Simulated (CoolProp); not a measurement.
Saturation properties of acetone (Tc = 235.0 °C, pc = 46.92 bar, ω = 0.307).

Values from CoolProp's reference Helmholtz-energy equation of state, Lemmon 2006. It is a short technical equation, of lower accuracy than the large ones.

```
T (°C)  p (bar)  liquid density (kg/m³)  vapour density (kg/m³)  enthalpy of vaporisation (kJ/kg)
------  -------  ----------------------  ----------------------  --------------------------------
129.15    7.421                   652.5                   15.61                             407.2
135.35    8.477                   643.0                   17.89                             397.4
141.45    9.624                   633.3                   20.41                             387.4
147.65    10.91                   623.2                   23.29                             376.7
153.85    12.31                   612.6                   26.52                             365.6
159.95    13.83                   601.9                   30.11                             354.1
166.15    15.50                   590.5                   34.22                             341.7
172.35    17.33                   578.5                   38.89                             328.6
```

It boils at 56.1 °C under 1 atm.
